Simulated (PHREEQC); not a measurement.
A solution holds 0.02 mol/kgw NH4Cl, 0.0022 mol/kgw Na2SO4 and 0.0041 mol/kgw KCl, at 40 °C. Closed to the air; pH follows from the charge balance.

Computed with PHREEQC (ion-association model, phreeqc.dat).

### Question
The ionic strength comes out as 0.0301 mol/kgw. What activity coefficients do Cl-, NH4+, KSO4-, SO4-2, K+ get?

### Answer
Cl- 0.84, NH4+ 0.83, KSO4- 0.85, SO4-2 0.52, K+ 0.84.

Precipitation was switched off in this run. Away from 25 °C the constants follow the database's enthalpies or fits; those with neither stay at their 25 °C values.
